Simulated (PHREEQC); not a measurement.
Make-up at 25 °C: 4.8 mmol/kgw Cu(BF4)2, 22 mmol/kgw HCl and 0.035 mmol/kgw NaCl. Closed to the air; pH follows from the charge balance.

The numbers come from PHREEQC with the ion-association model, wateq4f.dat.

Precipitation was switched off in this run.

Task: Order these B species by the share of B that they hold, largest first: BF4-, BF3OH-, BF2(OH)2-, H3BO3.

Result: BF4- (78 %), H3BO3 (17 %), BF3OH- (4.4 %), BF2(OH)2- (0.92 %)

Task: Order these F species by the share of F that they hold, largest first: F-, BF4-, HF, BF3OH-, H2F2.

Result: BF4- (78 %), HF (17 %), BF3OH- (3.3 %), F- (0.76 %), H2F2 (0.57 %)

The pH is 1.75 and the ionic strength 0.0348 mol/kgw. Real BF4- forms and hydrolyses slowly; the run takes it at equilibrium.
